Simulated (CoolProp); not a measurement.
Model: reference Helmholtz-energy equation of state, Lemmon 2006, in CoolProp. It is a short technical equation, of lower accuracy than the large ones.

Task: Give the vapour pressure (kPa), enthalpy of vaporisation (kJ/kg), liquid cp (kJ/(kg K)), surface tension (mN/m) of saturated isohexane at 461.2, 483.5 K.

Result: 
```tsv
T (K)	p (kPa)	enthalpy of vaporisation (kJ/kg)	liquid cp (kJ/(kg K))	surface tension (mN/m)
461.2	1750	178	3.51	2.22
483.5	2470	120	4.72	0.719
```

Surface tension comes from a separate correlation (Mulero 2012).
